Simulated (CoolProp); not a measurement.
c-C4F8 (RC318) along the isotherm -25.05 °C: Z from the reference equation and from simpler models built on Tc = 115.2 °C, pc = 2.778 MPa, ω = 0.355; each cubic takes its own stable root.

The numbers come from the reference Helmholtz-energy equation of state, Platzer 1990 in CoolProp. This equation is an older, rougher fit; its heat capacities, sound speeds and derivatives of the liquid may be far off and weren't checked against measurements.

| p (MPa) | phase | reference | van der Waals | Redlich-Kwong | Soave-Redlich-Kwong | Peng-Robinson |
|---|---|---|---|---|---|---|
| 0.022 | gas | 0.9884 | 0.9933 | 0.9906 | 0.9889 | 0.9885 |
| 0.0331 | gas | 0.9825 | 0.9899 | 0.9858 | 0.9833 | 0.9827 |
| 0.05 | liquid | 0.002884 | 0.9847 | 0.9784 | 0.003055 | 0.002705 |
| 0.0754 | liquid | 0.004349 | 0.9767 | 0.9672 | 0.004607 | 0.004079 |
| 0.114 | liquid | 0.006575 | 0.9644 | 0.007315 | 0.006964 | 0.006167 |
| 0.172 | liquid | 0.009920 | 0.9453 | 0.01103 | 0.01051 | 0.009303 |
| 0.259 | liquid | 0.01493 | 0.9150 | 0.01661 | 0.01581 | 0.01401 |
| 0.39 | liquid | 0.02248 | 0.03664 | 0.02499 | 0.02380 | 0.02108 |
| 0.589 | liquid | 0.03394 | 0.05521 | 0.03769 | 0.03592 | 0.03182 |
| 0.889 | liquid | 0.05119 | 0.08305 | 0.05679 | 0.05416 | 0.04798 |
| 1.34 | liquid | 0.07709 | 0.1246 | 0.08539 | 0.08151 | 0.07223 |
| 2.02 | liquid | 0.1161 | 0.1865 | 0.1283 | 0.1226 | 0.1087 |
| 3.05 | liquid | 0.1749 | 0.2791 | 0.1927 | 0.1845 | 0.1636 |
| 4.6 | liquid | 0.2630 | 0.4158 | 0.2884 | 0.2769 | 0.2458 |
| 6.94 | liquid | 0.3950 | 0.6176 | 0.4308 | 0.4150 | 0.3687 |

At some of these states van der Waals, Redlich-Kwong gives the other phase, because its saturation line lies elsewhere.
